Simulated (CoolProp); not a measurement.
Vapour-liquid equilibrium of n-octane (1) + n-dodecane (2) at 151.25 °C; x and y are mole fractions of (1).

Values from CoolProp's multi-fluid Helmholtz-energy mixture model, Beckmüller 2019 and Lemmon 2004; pair parameters Bell 2016.

| x | bubble pressure, mixture model (MPa) | bubble pressure, Raoult's law (MPa) | y, mixture model | y, Raoult's law |
|---|---|---|---|---|
| 0.05 | 0.02349 | 0.02492 | 0.351 | 0.394 |
| 0.15 | 0.03921 | 0.04295 | 0.647 | 0.685 |
| 0.25 | 0.05566 | 0.06097 | 0.778 | 0.804 |
| 0.35 | 0.07283 | 0.07900 | 0.851 | 0.869 |
| 0.45 | 0.09065 | 0.09702 | 0.898 | 0.910 |
| 0.55 | 0.1090 | 0.1151 | 0.930 | 0.938 |
| 0.65 | 0.1279 | 0.1331 | 0.953 | 0.958 |
| 0.75 | 0.1471 | 0.1511 | 0.971 | 0.974 |
| 0.85 | 0.1666 | 0.1691 | 0.984 | 0.986 |
| 0.95 | 0.1863 | 0.1872 | 0.995 | 0.996 |

The largest gap from Raoult's law is -8.7 % in bubble pressure, at x = 0.15. No azeotrope shows between x = 0.05 and 0.95.

Pair parameters are fitted to limited data, so mixtures are less certain than the pure fluids.
